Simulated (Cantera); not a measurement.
Charge: 1 mol (CH₃)₂SiCl₂, 2.5 mol CH₄, 420 mol H₂, at 1652 °C and 1.28 Torr.

Equilibrium computed with Cantera from the NASA thermochemical tables; the gas is ideal and each condensed phase is pure. Candidate condensed phases: C, C₆H₆, C₇H₈, C₈H₁₈, Si, SiC; 109 gas species. The feed counts by its element totals alone. Kinetics and transport are ignored.

Base state: H₂ 0.972, H 0.0229, HCl 0.00452, C₂H₂ (acetylene) 0.000445, Si 0.000421, Cl 7.99e-5, SiH 1.39e-5, SiC₂ 1.21e-5 (mole fractions); condensed: C(graphite) + SiC(s).

**Question.** What changes in the equilibrium state with this change: temperature from 1652 °C to 1025 °C?

**Answer.** 
| species | before | after |
|---|---|---|
| H₂ | 0.972 | 0.995 |
| HCl | 0.00452 | 0.00466 |
| H | 0.0229 | 2.60e-5 |
| C₂H₂ (acetylene) | 0.000445 | 5.57e-7 |
| Si | 0.000421 | <1e-9 |
| SiH | 1.39e-5 | <1e-9 |
| SiC₂ | 1.21e-5 | <1e-9 |
| Cl | 7.99e-5 | 1.03e-7 |
| CH₄ | 8.38e-7 | 1.34e-5 |
| C(graphite), mol | 3.30 | 3.49 |
| SiC(s), mol | 0.795 | 1.000 |

**Question.** What changes in the equilibrium state with this change: (CH₃)₂SiCl₂ replaced by SiHCl₃?

**Answer.** 
```tsv
species	before	after
H₂	0.972	0.969
H	0.0229	0.0228
HCl	0.00452	0.00681
Cl	7.99e-5	0.000121
Si	0.000421	0.000421
C₂H₂ (acetylene)	0.000445	0.000444
SiH	1.39e-5	1.39e-5
SiC₂	1.21e-5	1.21e-5
C(graphite), mol	3.30	1.31
SiC(s), mol	0.795	0.794
```
